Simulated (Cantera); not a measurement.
Input: 1 mol B, 4.9 mol H₂O, equilibrated at 1198 K and 3.75 Torr.

Method: chemical equilibrium by Gibbs-energy minimisation in Cantera with the NASA 1993 tables (ideal gas, pure condensed phases). Candidate condensed phases: B, B₂O₃, B₃O₃H₃, H₂O; 23 gas species. Gases not in the tables: H₃BO₃. The numbers say what is thermodynamically allowed, not how fast it happens.

Task: What is the equilibrium state?

Result: 
```
Property                                  Value
------------------------------------  ---------
x(H₂O)                                    0.685
x(H₂)                                     0.305
x(HBO₂)                                 0.00946
x((HBO₂)₃)                             0.000472
x(B₂O₃)                                 1.72e-6
x(H)                                    1.48e-6
n(B₂O₃(l))                            0.473 mol
gas amount                            4.922 mol
log10 activity of B(s) (absent)           -9.93
log10 activity of B₃O₃H₃(s) (absent)     -20.19
```
